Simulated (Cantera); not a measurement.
What does this Cantera script print?

```python
import numpy as np
import cantera as ct

gas_names = """
    Fe FeO Fe(OH)2 H HO2 H2 H2O H2O2 H2S H2SO4 O OH O2 O3 S SH SO SO2 SO3 S2 S2O S8
""".split()
cond_names = """
    Fe(a) Fe(c) Fe(d) Fe(L) FeO(s) FeO(L) Fe(OH)2(s) Fe(OH)3(s) FeS(a) FeS(b) FeS(c) FeS(L) FeSO4(s)
    FeS2(s) Fe2O3(s) Fe2S3O12(s) Fe3O4(s) H2O(s) H2O(L) H2SO4(L) S(cr1) S(cr2) S(L)
""".split()


# ... load() reads the species with a 1 bar reference pressure and builds the phases ...
atoms = {
    'FeS': {'Fe': 1, 'S': 1},
    'H2S': {'H': 2, 'S': 1},
    'H2O': {'H': 2, 'O': 1},
}
top_T = {'FeSO4(s)': 950, 'FeS2(s)': 1010, 'Fe2O3(s)': 1830, 'Fe2S3O12(s)': 1100, 'Fe3O4(s)': 1870}  # K; cautious upper limits of use, not melting points


# ... equilibrate(T, P, feed) seeds the gas with the atoms and calls Mixture.equilibrate('TP', solver="vcs", rtol=1e-11, max_steps=5000) ...
results = []
feed = {'FeS': 1, 'H2S': 0.053, 'H2O': 1.2}  # mol
T = 1448  # K
for P in [1000, 4600, 21000, 96000, 440000, 2000000]:
    mix = equilibrate(T, P, feed)
    results.append((T, P, feed, dict(zip(mix.species_names, mix.species_moles))))

top = {s: max(r[3][s] / sum(r[3][g] for g in gas_names) for r in results) for s in gas_names}
cols = sorted((s for s in top if top[s] > 0.001), key=lambda s: -top[s])[:7]
seen = [c for c in cond_names if any(r[3].get(c, 0) > 1e-12 for r in results)]
print("log10 of partial pressures in bar; condensed amounts in mol")
print(f"{'P/Pa':>10s}" + "".join(f"{s[:9]:>10s}" for s in cols + seen))
for T, P, feed, n in results:
    ng = sum(n[g] for g in gas_names)
    print(f"{P:10.4g}" + "".join(f"{np.log10(max(n[s] / ng * P / 1e5, 1e-99)):10.3f}" for s in cols)
          + "".join(f"{n.get(c, 0):10.4g}" for c in seen))
```

Output:

```
log10 of partial pressures in bar; condensed amounts in mol
      P/Pa       H2O        H2        S2       SO2       H2S        SO        SH    FeO(s)    FeS(c)
      1000    -2.169    -2.677    -3.286    -3.469    -3.647    -4.774    -4.865     0.172     0.828
      4600    -1.454    -2.164    -2.883    -2.864    -2.931    -4.370    -4.407    0.0995    0.9005
   2.1e+04    -0.760    -1.660    -2.503    -2.295    -2.238    -3.991    -3.965   0.05538    0.9446
   9.6e+04    -0.077    -1.159    -2.139    -1.748    -1.555    -3.626    -3.532   0.02896     0.971
   4.4e+05     0.599    -0.661    -1.784    -1.216    -0.879    -3.272    -3.106   0.01317    0.9868
     2e+06     1.266    -0.166    -1.439    -0.698    -0.212    -2.926    -2.686    0.0037    0.9963
```

Cantera equilibrium calculation (NASA polynomials, part measured and part estimated; ideal gas, pure solids and liquids). Metal and sulfide melt together well below either melting point, which pure phases cannot show. Mutual solubility and eutectic melting of coexisting phases are not modelled. The tables' stoichiometric FeO is somewhat more stable than real wüstite, so its field is too wide. FeO, FeS: taken at fixed stoichiometry.
